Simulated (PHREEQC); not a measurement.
Copper plating or etch bath: an equilibrium model

A solution holds 0.014 mol Cu(NO3)2, 6.1e-05 mol HCl and 0.033 mol H3BO3 per kg of water, at 48 °C. Closed to the air; pH follows from the charge balance.

Equilibrium calculation in PHREEQC: ion-association model, phreeqc.dat.

Each row changes one thing in this solution. This is a speciation only: nothing precipitates in the calculation.

```tsv
case	pH	ionic strength (mol/kgw)	Cl- (mol/kgw)	Cu2(OH)2+2 (mol/kgw)	CuCl+ (mol/kgw)	CuOH+ (mol/kgw)
as made	4.17	0.0420	5.80e-5	8.08e-6	3.03e-6	1.23e-6
temperature from 48 to 20 °C	(withheld)	0.0421	6.01e-5	8.84e-7	8.92e-7	1.53e-6
0.0046 mol/kgw CdSO4 added	4.24	0.0519	5.01e-5	8.64e-6	2.22e-6	1.26e-6
temperature from 48 to 15 °C	4.26	0.0421	6.03e-5	5.37e-7	6.95e-7	1.55e-6
temperature from 48 to 45 °C	(withheld)	0.0420	5.83e-5	6.70e-6	2.70e-6	1.28e-6
H3BO3 from 0.033 to 0.0165 mol/kgw	4.17	0.0420	5.80e-5	8.12e-6	3.03e-6	1.24e-6
temperature from 48 to 70 °C	(withheld)	0.0420	5.44e-5	2.38e-5	6.56e-6	8.69e-7
```

**Question.** What belongs in the gaps?

**Answer.** 
- temperature from 48 to 20 °C, pH: 4.25
- temperature from 48 to 45 °C, pH: 4.18
- temperature from 48 to 70 °C, pH: 4.03

Complexes and solids missing from the database can't appear. Constants without temperature data keep their 25 °C values here.
